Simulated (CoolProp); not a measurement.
C2F6 (R116) at 282.81 K and 0.305 MPa flows at 5.1 m/s in a round tube of 10 mm bore and 45 µm roughness, fully developed (64/Re and Nu = 3.66 if laminar; Colebrook and Gnielinski if turbulent). Each further row changes one setting.

The numbers come from the reference Helmholtz-energy equation of state, Lemmon 2006 in CoolProp. It is a short technical equation, of lower accuracy than the large ones.

| case | Reynolds number | Darcy friction factor | pressure drop (Pa/m) | heat-transfer coefficient (W/(m² K)) | mass flow (kg/h) |
|---|---|---|---|---|---|
| as stated | 71100 | 0.0308 | 746 | 321 | 26.9 |
| velocity 10.2 m/s | 142000 | 0.0301 | 2920 | 631 | 53.7 |
| diameter 20 mm | 142000 | 0.0253 | 306 | 261 | 107 |

Viscosity comes from a separate model (Huber 2003), an estimate that may be off by 10 % or more. Thermal conductivity comes from a separate model (Huber 2003), an estimate that may be off by 10 % or more.
